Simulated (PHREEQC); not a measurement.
0.021 g of hydrous ferric oxide (600 m²/g; 0.2 weak and 0.005 strong sites per Fe, Dzombak-Morel constants, diffuse double layer) in 1 kg of water with 0.1 mol/kgw of an inert sodium salt and 0.02 mmol/kgw SrCl2, at 25 °C; the pH is set by adding NaOH or the inert anion's acid. Oxygen alone is held at its pressure in air (log pO2 = -0.68). No CO2 enters from the air. Precipitation was switched off in this run.

The numbers come from PHREEQC with the ion-association model, wateq4f.dat.

```csv
pH,Sr sorbed (%),surface charge σ (C/m²),surface potential ψ (mV)
3,0.0,0.363,153
3.38,0.0,0.354,152
3.75,0.0,0.338,149
4.5,0.0,0.272,138
4.88,0.0,0.229,129
5.25,0.0,0.186,119
5.62,0.0,0.147,107
6.38,0.0,0.082,79
6.75,0.0,0.058,63
7.12,0.1,0.039,47
7.5,0.3,0.023,30
8.25,2.8,-0.003,-5
8.62,4.8,-0.016,-21
9,6.9,-0.030,-38
```

Complexes and solids missing from the database can't appear. The oxide is taken as insoluble; below pH 4 it would dissolve.
